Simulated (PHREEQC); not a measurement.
A solution holds 0.062 mol/kgw SrCl2, 8e-05 mol/kgw NaHCO3 and 6.2e-05 mol/kgw H4SiO4, at 90 °C. Closed to the air; pH follows from the charge balance.

Model: ion-association model, phreeqc.dat, run in PHREEQC.

This is a speciation only: nothing precipitates in the calculation.

Task: Order these C species by the share of C that they hold, largest first: SrCO3, CO2, HCO3-, SrHCO3+.

Result: SrHCO3+ (66 %), HCO3- (27 %), CO2 (6.2 %), SrCO3 (0.73 %)

The pH is 6.85 and the ionic strength 0.186 mol/kgw. Constants without temperature data keep their 25 °C values here.
